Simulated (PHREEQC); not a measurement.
## Copper plating or etch bath

Make-up at 40 °C and 100 atm: 0.052 mol CuSO4, 0.0015 mol HBF4 and 0.0022 mol Na2SO4 per kg of water. Closed to the air; pH follows from the charge balance.

Computed with PHREEQC (ion-association model, phreeqc.dat).

No solid was allowed to form.

Question: Estimate the pH, specific conductance.

Answer: pH 3.05; specific conductance 8200 µS/cm.

Question: In which forms is Na present?

Answer: Na+ 95 %, NaSO4- 5.3 % of the Na.

Under pressure, the constants of complexes without a molar volume in the database are unreliable. Constants without temperature data keep their 25 °C values here. Real BF4- forms and hydrolyses slowly; the run takes it at equilibrium.
